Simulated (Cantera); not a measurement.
Reactions in the system N-O

Cantera with NASA thermochemical tables; ideal gases at 1 bar, condensed phases pure. Values are per mole of reaction as written; species without (g) are pure solids or liquids, kept so even where they would boil at 1 bar.

N2(g) + O2(g) ⇌ 2 NO(g)

```tsv
T (K)	ΔH° (kJ)	ΔS° (J/K)	ΔG° (kJ)	log10 K
800	182.8	25.2	162.6	-10.62
950	182.8	25.3	158.8	-8.73
1100	182.9	25.3	155.0	-7.36
1250	182.9	25.4	151.2	-6.32
1400	183.0	25.4	147.4	-5.50
1550	183.0	25.4	143.6	-4.84
1700	183.0	25.4	139.7	-4.29
1850	183.0	25.4	135.9	-3.84
```

4 NO(g) ⇌ 2 N2O(g) + O2(g)

```json
[
 {"T (K)": "800", "ΔH° (kJ)": "-201.4", "ΔS° (J/K)": "-198.5", "ΔG° (kJ)": "-42.6", "log10 K": "2.78"},
 {"T (K)": "950", "ΔH° (kJ)": "-200.1", "ΔS° (J/K)": "-197.1", "ΔG° (kJ)": "-12.9", "log10 K": "0.71"},
 {"T (K)": "1100", "ΔH° (kJ)": "-198.7", "ΔS° (J/K)": "-195.7", "ΔG° (kJ)": "16.5", "log10 K": "-0.78"},
 {"T (K)": "1250", "ΔH° (kJ)": "-197.2", "ΔS° (J/K)": "-194.4", "ΔG° (kJ)": "45.8", "log10 K": "-1.91"},
 {"T (K)": "1400", "ΔH° (kJ)": "-195.5", "ΔS° (J/K)": "-193.1", "ΔG° (kJ)": "74.8", "log10 K": "-2.79"},
 {"T (K)": "1550", "ΔH° (kJ)": "-193.8", "ΔS° (J/K)": "-191.9", "ΔG° (kJ)": "103.7", "log10 K": "-3.49"},
 {"T (K)": "1700", "ΔH° (kJ)": "-192.0", "ΔS° (J/K)": "-190.8", "ΔG° (kJ)": "132.4", "log10 K": "-4.07"},
 {"T (K)": "1850", "ΔH° (kJ)": "-190.1", "ΔS° (J/K)": "-189.7", "ΔG° (kJ)": "160.9", "log10 K": "-4.54"}
]
```

6 NO(g) ⇌ 3 N2(g) + 2 O3(g)

```json
[
 {"T (K)": "800", "ΔH° (kJ)": "-263.8", "ΔS° (J/K)": "-212.7", "ΔG° (kJ)": "-93.6", "log10 K": "6.11"},
 {"T (K)": "950", "ΔH° (kJ)": "-263.0", "ΔS° (J/K)": "-211.8", "ΔG° (kJ)": "-61.8", "log10 K": "3.40"},
 {"T (K)": "1100", "ΔH° (kJ)": "-262.2", "ΔS° (J/K)": "-211.0", "ΔG° (kJ)": "-30.1", "log10 K": "1.43"},
 {"T (K)": "1250", "ΔH° (kJ)": "-261.6", "ΔS° (J/K)": "-210.4", "ΔG° (kJ)": "1.5", "log10 K": "-0.06"},
 {"T (K)": "1400", "ΔH° (kJ)": "-260.9", "ΔS° (J/K)": "-209.9", "ΔG° (kJ)": "33.0", "log10 K": "-1.23"},
 {"T (K)": "1550", "ΔH° (kJ)": "-259.8", "ΔS° (J/K)": "-209.2", "ΔG° (kJ)": "64.5", "log10 K": "-2.17"},
 {"T (K)": "1700", "ΔH° (kJ)": "-258.2", "ΔS° (J/K)": "-208.2", "ΔG° (kJ)": "95.8", "log10 K": "-2.94"},
 {"T (K)": "1850", "ΔH° (kJ)": "-255.8", "ΔS° (J/K)": "-206.9", "ΔG° (kJ)": "126.9", "log10 K": "-3.58"}
]
```
